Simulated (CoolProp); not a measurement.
Computed with CoolProp (reference Helmholtz-energy equation of state, Schmidt 1985).

Task: Give the vapour pressure (MPa), liquid cp (kJ/(kg K)), liquid viscosity (µPa s), vapour viscosity (µPa s) of saturated oxygen at 96.1, 108.2 K.

Result: 
| T (K) | p (MPa) | liquid cp (kJ/(kg K)) | liquid viscosity (µPa s) | vapour viscosity (µPa s) |
|---|---|---|---|---|
| 96.1 | 0.181 | 1.72 | 168 | 7.42 |
| 108.2 | 0.479 | 1.79 | 126 | 8.40 |

Viscosity comes from a separate model (Lemmon 2004).
